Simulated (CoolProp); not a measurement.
Vapour-liquid equilibrium of acetone (1) + cyclohexane (2) at 452 K; x and y are mole fractions of (1).

Computed with CoolProp (multi-fluid Helmholtz-energy mixture model, Lemmon 2006 and Zhou 2014; pair parameters Bell 2016).

Give the bubble pressure and the first vapour's composition at x = 0.425, 0.5, 0.65. Is there an azeotrope?

x = 0.425: 1748 kPa, y = 0.566; x = 0.5: 1812 kPa, y = 0.611; x = 0.65: 1910 kPa, y = 0.704. y crosses x between x = 0.8 and 0.875: the model has an azeotrope there.

The pair parameters rest on a limited set of measurements; away from them the model extrapolates.
